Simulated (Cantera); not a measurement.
A closed system holds: 1 mol CS₂, 3.2 mol H₂O, held at 10.0 Torr.

Equilibrium computed with Cantera from the NASA thermochemical tables; the gas is ideal and each condensed phase is pure. Candidate condensed phases: C, C₆H₆, C₇H₈, C₈H₁₈, H₂O, H₂SO₄, S; 123 gas species. The numbers say what is thermodynamically allowed, not how fast it happens. All values below are at 1650 K.

Base state: H₂O 0.311, H₂ 0.274, S₂ 0.159, CO 0.141, CO₂ 0.0499, SO₂ 0.0264, H₂S 0.0237, SO 0.00628 (mole fractions); condensed: gas only.

Question: What changes in the equilibrium state with this change: pressure from 10.0 Torr to 97500 Torr?

Answer: 
```csv
species,before,after
H₂O,0.311,0.346
H₂S,0.0237,0.307
CO₂,0.0499,0.135
H₂,0.274,0.0595
S₂,0.159,0.0581
COS,0.000416,0.0131
SO₂,0.0264,0.00423
CO,0.141,0.0745
CS₂,8.18e-7,0.000301
H,0.000412,1.94e-6
```
The ideal-gas law is rough above about 30 bar.
